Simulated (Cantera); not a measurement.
Input: 1 mol TiC, 0.14 mol C, 0.74 mol H2, equilibrated at 21.0 mbar.

Equilibrium computed with Cantera from the NASA thermochemical tables; the gas is ideal and each condensed phase is pure. Candidate condensed phases: C, C6H6, C7H8, C8H18, Ti, TiC; 77 gas species. TiC: taken at fixed stoichiometry. Rates play no part.

log p: log10 of the partial pressure in bar; n: condensed amount in mol.

```
T (K)  log p H2  log p H  log p C2H2 (acetylene)  log p C3  log p Ti  log p C2H  log p C  n C(graphite)  n TiC(s)
-----  --------  -------  ----------------------  --------  --------  ---------  -------  -------------  --------
1648      -1.68    -4.89                   -6.03      <-13    -12.72     -11.60     <-13          0.140      1.00
1798      -1.68      ___                     ___    -12.97       ___        ___      ___          0.140      1.00
1948      -1.68    -3.79                   -4.95    -11.13     -9.57      -8.86   -11.02          0.139      1.00
2098      -1.69    -3.36                   -4.53     -9.56     -8.33      -7.79    -9.64          0.138      1.00
2248      -1.70      ___                     ___       ___       ___        ___      ___          0.135     1.000
2398      -1.73    -2.67                   -3.89     -7.02     -6.34      -6.07    -7.41          0.130     1.000
2548      -1.78    -2.40                   -3.66     -5.99     -5.52      -5.38    -6.50          0.122     1.000
2698      -1.86    -2.18                   -3.49     -5.07     -4.79      -4.78    -5.68          0.110     0.999
2848      -1.98    -2.00                   -3.39     -4.25     -4.14      -4.28    -4.96         0.0898     0.997
2998      -2.17    -1.89                   -3.38     -3.52     -3.56      -3.86    -4.30         0.0352     0.985
```

Problem. What belongs in the gaps?

Solution. 
- 1798, log p H: -4.29
- 1798, log p C2H2 (acetylene): -5.44
- 1798, log p Ti: -11.01
- 1798, log p C2H: -10.12
- 1798, log p C: -12.62
- 2248, log p H: -2.98
- 2248, log p C2H2 (acetylene): -4.18
- 2248, log p C3: -8.20
- 2248, log p Ti: -7.27
- 2248, log p C2H: -6.87
- 2248, log p C: -8.45
